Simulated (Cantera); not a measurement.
Input: 1 mol Fe2O3, 1.4 mol H2S, 0.11 mol CO2, at 0.530 bar.

Method: chemical equilibrium by Gibbs-energy minimisation in Cantera with the NASA 1993 tables (ideal gas, pure condensed phases). Candidate condensed phases: C, C6H6, C7H8, C8H18, Fe, Fe(CO)5, FeO, Fe(OH)2, Fe(OH)3, FeS, FeSO4, FeS2, Fe2O3, Fe2(SO4)3, Fe3O4, H2O, H2SO4, S; 127 gas species. Metal and sulfide melt together well below either melting point, which pure phases cannot show. Mutual solubility and eutectic melting of coexisting phases are not modelled. The tables' stoichiometric FeO is somewhat more stable than real wüstite, so its field is too wide. FeO, FeS: taken at fixed stoichiometry. Gases not in the tables: S3 to S7. Rates play no part.

### Question
Which condensed phases are stable at each of these points (T (K)): 1248, 1298, 1348, 1398, 1448, 1498, 1548, 1598, 1648?

### Answer
```tsv
T (K)	condensed phases	Fe condensed (%)
1248	FeS(s) + Fe3O4(s)	100.0
1298	FeS(s) + Fe3O4(s)	100.0
1348	FeO(s) + FeS(s)	100.0
1398	FeO(s) + FeS(s)	100.0
1448	FeO(s) + FeS(s)	100.0
1498	FeO(s) + FeS(l)	100.0
1548	FeO(s) + FeS(l)	100.0
1598	FeO(s) + FeS(l)	100.0
1648	FeO(s) + FeS(l)	100.0
```

From 1248 K to 1298 K the condensed part is FeS(s) + Fe3O4(s). From 1348 K to 1448 K the condensed part is FeO(s) + FeS(s). From 1498 K to 1648 K the condensed part is FeO(s) + FeS(l).
